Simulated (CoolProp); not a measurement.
Vapour-liquid equilibrium of R134a (1) + R236FA (2) at 295.8 K; x and y are mole fractions of (1).

Values from CoolProp's multi-fluid Helmholtz-energy mixture model, Tillner-Roth 1994 and Pan 2012; pair parameters Bell 2016.

Q: Give the bubble pressure and the first vapour's composition at x = 0.5, 0.8, 0.95. Is there an azeotrope?

A: x = 0.5: 4.267 bar, y = 0.686; x = 0.8: 5.404 bar, y = 0.897; x = 0.95: 5.998 bar, y = 0.977. No azeotrope shows between x = 0.05 and 0.95.

The pair parameters rest on a limited set of measurements; away from them the model extrapolates.
